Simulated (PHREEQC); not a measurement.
**Nickel, zinc or cadmium bath: an equilibrium model**

Make-up at 25 °C: 60 mmol/kgw ZnCl2, 20 mmol/kgw Na2SO4 and 42 mmol/kgw H2SO4. Closed to the air; pH follows from the charge balance.

Equilibrium calculation in PHREEQC: ion-association model, phreeqc.dat.

| Property | Value |
|---|---|
| pH | 1.35 |
| ionic strength | 0.244 mol/kgw |
| specific conductance | 29000 µS/cm |
| density | 1.009 g/cm³ |
| total alkalinity | -84.0 meq/kg |

```
species  molality  activity   log γ
-------  --------  --------  ------
Cl-         0.116    0.0812  -0.154
H+         0.0562    0.0444  -0.102
Zn+2       0.0421    0.0117  -0.557
Na+        0.0391    0.0289  -0.132
HSO4-      0.0278    0.0205  -0.131
SO4-2      0.0175   0.00476  -0.566
ZnSO4      0.0123    0.0130   0.024
ZnCl+     0.00363   0.00255  -0.153
```

Precipitation was switched off in this run.
